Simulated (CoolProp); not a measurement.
The numbers come from the reference Helmholtz-energy equation of state, Tillner-Roth 1997 in CoolProp.

Q: Give the vapour pressure (MPa), enthalpy of vaporisation (kJ/kg), vapour viscosity (µPa s) of saturated CH2F2 (R32) at 227.5, 239.9 K.

A: 
```csv
T (K),p (MPa),enthalpy of vaporisation (kJ/kg),vapour viscosity (µPa s)
227.5,0.136,375,10.1
239.9,0.239,361,10.7
```

Viscosity comes from a separate model (Bell 2016), an estimate that may be off by 10 % or more.
